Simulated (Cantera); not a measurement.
Ignition delay

Mixture: CH₄ : O₂ : N₂ : CO₂ = 1 : 2.82 : 10.4 : 3.4 (molar parts), equivalence ratio 0.71, at 12000 Torr, adiabatic and at constant volume. Ignition delay is the time to a rise of 400 K.

Cantera simulation using GRI-Mech 3.0 (53 species, 325 reactions); the numbers are that mechanism's predictions, not measurements. The pressure lies above the range GRI-Mech 3.0 was tuned for (to about 10 atm).

| T0 (K) | delay (ms) |
|---|---|
| 1000 | 55.5 |
| 1075 | 16.0 |
| 1150 | 5.56 |
| 1225 | 2.21 |
| 1300 | 0.963 |
| 1375 | 0.448 |
| 1450 | 0.219 |

| Quantity | Result |
|---|---|
| apparent activation energy between 1300 and 1450 K | 150 kJ/mol |
